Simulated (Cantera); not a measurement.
What does this Cantera script print?

```python
import numpy as np
import cantera as ct

gas = ct.Solution("gri30.yaml")
gas.TPX = 300, 101325, {'CH3OH': 1, 'O2': 2.54, 'N2': 9.56}
inlet = ct.Reservoir(gas, clone=True)
gas.equilibrate("HP")  # start burning
reactor = ct.IdealGasConstPressureReactor(gas, energy="on", clone=False)
exhaust = ct.Reservoir(gas, clone=True)
tau = [0.11, 0.053, 0.025, 0.012, 0.0059, 0.0028, 0.0014, 0.00066, 0.00032, 0.00015, 7.5e-05, 3.6e-05][0]
for a, b in ((inlet, reactor), (reactor, exhaust)):
    ct.MassFlowController(a, b, mdot=lambda t: reactor.mass / tau)
net = ct.ReactorNet([reactor])
show = ['CH3OH', 'O2', 'NO2', 'HO2', 'H2O']

rows = []
print(f"{'tau/s':>10s}{'T/K':>9s}" + "".join(f"{s:>11s}" for s in show))
for tau in [0.11, 0.053, 0.025, 0.012, 0.0059, 0.0028, 0.0014, 0.00066, 0.00032, 0.00015, 7.5e-05, 3.6e-05]:
    net.initial_time = 0.0
    net.advance(30 * tau)
    before = gas.X
    net.advance(40 * tau)
    drift = np.max(np.abs(gas.X - before) / (gas.X + 1e-9))
    rows.append([gas.T, *gas[show].X, drift])
    print(f"{tau:10.3e}{gas.T:9.1f}" + "".join(f"{x:11.3e}" for x in gas[show].X))
```

It prints:

```
     tau/s      T/K      CH3OH         O2        NO2        HO2        H2O
 1.100e-01   1698.0  4.691e-06  7.638e-02  2.181e-08  2.805e-06  1.463e-01
 5.300e-02   1694.3  7.598e-06  7.644e-02  1.932e-08  4.450e-06  1.461e-01
 2.500e-02   1688.5  1.240e-05  7.656e-02  1.562e-08  7.177e-06  1.458e-01
 1.200e-02   1679.9  2.000e-05  7.679e-02  1.171e-08  1.143e-05  1.453e-01
 5.900e-03   1667.5  3.203e-05  7.720e-02  8.493e-09  1.790e-05  1.447e-01
 2.800e-03   1647.8  5.396e-05  7.800e-02  6.044e-09  2.886e-05  1.439e-01
 1.400e-03   1619.8  9.321e-05  7.941e-02  4.480e-09  4.651e-05  1.430e-01
 6.600e-04   1565.4  2.103e-04  8.296e-02  3.154e-09  9.293e-05  1.416e-01
 3.200e-04    300.0  7.634e-02  1.939e-01 -2.878e-20 -3.471e-18 -5.136e-15
 1.500e-04    300.0  7.634e-02  1.939e-01  5.811e-22  7.009e-20  1.037e-16
 7.500e-05    300.0  7.634e-02  1.939e-01  3.765e-24  4.541e-22  6.720e-19
 3.600e-05    300.0  7.634e-02  1.939e-01  2.378e-25  2.868e-23  4.245e-20
```

Model: GRI-Mech 3.0 (53 species, 325 reactions), integrated in Cantera. GRI-Mech 3.0 was tuned for natural gas; its chemistry of methanol as a main component is partial and can be far from experiment.
